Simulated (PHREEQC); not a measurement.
0.14 g of hydrous ferric oxide (600 m²/g; 0.2 weak and 0.005 strong sites per Fe, Dzombak-Morel constants, diffuse double layer) in 1 kg of water with 0.3 mol/kgw of an inert sodium salt and 0.00013 mol/kgw BaCl2, at 25 °C; the pH is set by adding NaOH or the inert anion's acid. Oxygen is held at 0.21 atm. No CO2 enters from the air. Precipitation was switched off in this run.

The series has 17 steps of pH, from 4 to 12.

Model: ion-association model, wateq4f.dat, run in PHREEQC.

Task: Near which pH is half of the Ba sorbed, and on which side is more sorbed?

Result: Near pH 10.7, with more sorbed at higher pH.

Species that the database lacks are ignored.
